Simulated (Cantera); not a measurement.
Charge: 1 mol B, 0.12 mol O2, 0.57 mol N2, 16 mol H2, equilibrated at 1798 K and 23000 Pa.

These are equilibrium values from Cantera (NASA tables, ideal gas, pure condensed phases), not measurements of a reactor. Candidate condensed phases: B, BN, B2O3, B3O3H3, H2O; 39 gas species. The numbers say what is thermodynamically allowed, not how fast it happens.

**Question.** What is the equilibrium state?

**Answer.** 
```
Quantity                                 Result
------------------------------------  ---------
x(H2)                                     0.976
x(N2)                                    0.0108
x(HBO)                                   0.0104
x(HBO2)                                 0.00108
x(H)                                   0.000725
x(B2O2)                                0.000419
x(B2O3)                                0.000329
x(H2O)                                 0.000258
x(BO)                                  0.000137
n(BN(s))                              0.787 mol
gas amount                            16.29 mol
log10 activity of B(s) (absent)           -1.39
log10 activity of B3O3H3(s) (absent)     -10.14
```
